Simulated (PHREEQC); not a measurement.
Alkaline etch or developer

Consider water at 45 °C with 0.0059 mol LiOH, 1.1e-06 mol H4SiO4 and 0.0041 mol (CH3)4NCl per kg of water. Closed to the air; pH follows from the charge balance.

Equilibrium calculation in PHREEQC: ion-association model, wateq4f.dat.

Precipitation was switched off in this run.

**Question.** Estimate the pH.

**Answer.** pH 11.13.

**Question.** In which forms is Si present?

**Answer.** H3SiO4- 94 %, H2SiO4-2 3.7 %, H4SiO4 2.3 % of the Si.

Complexes and solids missing from the database can't appear. (CH3)4N+ isn't in the database: it is added as a free cation with an ion size of 4 Å. At this temperature some constants are extrapolated from 25 °C, and those without enthalpy data are left unchanged.
